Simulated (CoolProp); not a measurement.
Vapour-liquid equilibrium of methanol (1) + n-undecane (2) at 441.4 K; x and y are mole fractions of (1).

Values from CoolProp's multi-fluid Helmholtz-energy mixture model, de Reuck 1993 and Aleksandrov 2011; pair parameters Bell 2016.

Give the bubble pressure and the first vapour's composition at x = 0.55, 0.65, 0.75. Is there an azeotrope?

x = 0.55: 1.498 MPa, y = 0.976; x = 0.65: 1.608 MPa, y = 0.978; x = 0.75: 1.691 MPa, y = 0.980. No azeotrope shows between x = 0.05 and 0.95.

The pair parameters rest on a limited set of measurements; away from them the model extrapolates. The gap from Raoult's law changes sign with composition, which may be real or a fault of the pair parameters; it wasn't checked against measurements.
